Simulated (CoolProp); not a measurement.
Vapour-liquid equilibrium of propylene (1) + dimethyl ether (2) at 0.0535 MPa; x and y are mole fractions of (1).

Values from CoolProp's multi-fluid Helmholtz-energy mixture model, Lemmon 2013 and Wu 2011; pair parameters Bell 2016.

Problem. Give the bubble temperature and the first vapour's composition at x = 0.05, 0.2, 0.65. Is there an azeotrope?

Solution. x = 0.05: -41.0 °C, y = 0.158; x = 0.2: -46.9 °C, y = 0.471; x = 0.65: -56.4 °C, y = 0.845. No azeotrope shows between x = 0.05 and 0.95.

Pair parameters are fitted to limited data, so mixtures are less certain than the pure fluids.
